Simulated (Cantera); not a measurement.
A Cantera script and what it prints.

```python
import numpy as np
import cantera as ct

gas_names = """
    N NO NO2 NO3 N2 N2O O O2 O3 Si SiN SiO SiO2 Si2 Si2N Si3
""".split()
cond_names = """
    Si(cr) Si(L) SiO2(Lqz) SiO2(hqz) SiO2(L) Si2N2O(s) Si3N4(a)
""".split()


def load(file, names, dense=False):
    # The tables refer to 1 bar. Condensed volumes are neglected.
    table = {s.name: s for s in ct.Species.list_from_file(file)}
    out = []
    for n in names:
        d = dict(table[n].input_data)
        d["thermo"] = dict(d["thermo"], **{"reference-pressure": 1e5})
        if dense:
            d["equation-of-state"] = {"model": "constant-volume", "density": "1e6 g/cm^3"}
        out.append(ct.Species.from_dict(d))
    return out


gas = ct.Solution(thermo="ideal-gas", species=load("nasa_gas.yaml", gas_names))
cond = {s.name: ct.Solution(thermo="fixed-stoichiometry", species=[s], name=s.name)
        for s in load("nasa_condensed.yaml", cond_names, dense=True)}
atoms = {
    'Si': {'Si': 1},
    'N2O': {'N': 2, 'O': 1},
    'N2': {'N': 2},
}
top_T = {'Si2N2O(s)': 2100, 'Si3N4(a)': 2400}  # K; cautious upper limits of use, not melting points


def equilibrate(T, P, feed):
    n = {}
    for name, mol in feed.items():
        for a, k in atoms[name].items():
            n[a] = n.get(a, 0.0) + k * mol
    gas.TPX = T, P, n
    mass = sum(n.values()) * gas.mean_molecular_weight
    gas.equilibrate("TP")
    valid = [c for c in cond.values() if c.min_temp <= T <= top_T.get(c.name, c.max_temp)]
    mix = ct.Mixture([(gas, mass / gas.mean_molecular_weight)] + [(c, 0.0) for c in valid])
    mix.T, mix.P = T, P
    mix.equilibrate("TP", solver="vcs", rtol=1e-11, max_steps=5000)
    return mix


results = []
feed = {'Si': 1, 'N2O': 0.62, 'N2': 9.2}  # mol
P = 0.17  # Pa
for T in [1498, 1523, 1548, 1573, 1598, 1623, 1648, 1673, 1698, 1723, 1748]:
    mix = equilibrate(T, P, feed)
    results.append((T, P, feed, dict(zip(mix.species_names, mix.species_moles))))
    x = sorted(zip(gas.X, gas.species_names), reverse=True)
    print(f"T = {T:g} K  P = {P:g} Pa  gas = {mix.phase_moles(0):.4g} mol")
    print("   x: " + "  ".join(f"{s} {v:.3e}" for v, s in x if v > 1e-06))
    print("   condensed (mol): " + ("  ".join(f"{mix.phase(i).name} {mix.phase_moles(i):.4g}"
          for i in range(1, mix.n_phases) if mix.phase_moles(i) > 1e-12) or "none"))
```

Result:

```
T = 1498 K  P = 0.17 Pa  gas = 10.5 mol
   x: N2 9.350e-01  SiO 5.904e-02  Si 5.903e-03  Si2N 1.445e-05  SiN 9.644e-06  Si2 7.441e-06  Si3 1.343e-06
   condensed (mol): Si(cr) 0.3174
T = 1523 K  P = 0.17 Pa  gas = 10.55 mol
   x: N2 9.306e-01  SiO 5.875e-02  Si 1.060e-02  Si2N 2.401e-05  Si2 1.594e-05  SiN 1.556e-05  Si3 3.024e-06
   condensed (mol): Si(cr) 0.267
T = 1548 K  P = 0.17 Pa  gas = 10.64 mol
   x: N2 9.229e-01  SiO 5.827e-02  Si 1.869e-02  Si2N 3.916e-05  Si2 3.329e-05  SiN 2.467e-05  Si3 6.629e-06
   condensed (mol): Si(cr) 0.1791
T = 1573 K  P = 0.17 Pa  gas = 10.79 mol
   x: N2 9.100e-01  SiO 5.746e-02  Si 3.234e-02  Si2 6.791e-05  Si2N 6.265e-05  SiN 3.841e-05  Si3 1.416e-05
   condensed (mol): Si(cr) 0.0273
T = 1598 K  P = 0.17 Pa  gas = 10.82 mol
   x: N2 9.077e-01  SiO 5.731e-02  Si 3.488e-02  Si2 5.443e-05  Si2N 3.991e-05  SiN 3.761e-05  Si3 7.524e-06
   condensed (mol): none
T = 1623 K  P = 0.17 Pa  gas = 10.82 mol
   x: N2 9.076e-01  SiO 5.731e-02  Si 3.496e-02  Si2 3.813e-05  SiN 3.436e-05  Si2N 2.241e-05  Si3 3.297e-06
   condensed (mol): none
T = 1648 K  P = 0.17 Pa  gas = 10.82 mol
   x: N2 9.076e-01  SiO 5.731e-02  Si 3.501e-02  SiN 3.146e-05  Si2 2.695e-05  Si2N 1.278e-05  Si3 1.477e-06
   condensed (mol): none
T = 1673 K  P = 0.17 Pa  gas = 10.82 mol
   x: N2 9.076e-01  SiO 5.730e-02  Si 3.504e-02  SiN 2.887e-05  Si2 1.923e-05  Si2N 7.408e-06
   condensed (mol): none
T = 1698 K  P = 0.17 Pa  gas = 10.82 mol
   x: N2 9.076e-01  SiO 5.730e-02  Si 3.506e-02  SiN 2.655e-05  Si2 1.385e-05  Si2N 4.360e-06
   condensed (mol): none
T = 1723 K  P = 0.17 Pa  gas = 10.82 mol
   x: N2 9.076e-01  SiO 5.730e-02  Si 3.507e-02  SiN 2.447e-05  Si2 1.007e-05  Si2N 2.606e-06
   condensed (mol): none
T = 1748 K  P = 0.17 Pa  gas = 10.82 mol
   x: N2 9.076e-01  SiO 5.730e-02  Si 3.508e-02  SiN 2.261e-05  Si2 7.387e-06  Si2N 1.580e-06
   condensed (mol): none
```

Equilibrium computed with Cantera from the NASA thermochemical tables; the gas is ideal and each condensed phase is pure. The tables' values for SiN are old estimates; treat these amounts as uncertain.
